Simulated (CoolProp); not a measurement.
A Linde-Hampson liquefier for ethylene: isothermal reversible compression at 290 K from 1 atm to 30 MPa, throttling to 1 atm, return gas leaving the recuperator 0 K below the feed. Each further row changes one setting.

Computed with CoolProp (reference Helmholtz-energy equation of state, Smukala 2000).

```tsv
case	liquid yield per pass	compression work (kJ/kg of gas)
as stated	0.508	373
high pressure 60 MPa	…	…
warm-end temperature 320 K	…	…
warm-end gap 5 K	0.503	373
```

Task: Fill in the missing entries.

Result: 
- high pressure 60 MPa, liquid yield per pass: 0.477
- high pressure 60 MPa, compression work (kJ/kg of gas): 437
- warm-end temperature 320 K, liquid yield per pass: 0.429
- warm-end temperature 320 K, compression work (kJ/kg of gas): 444
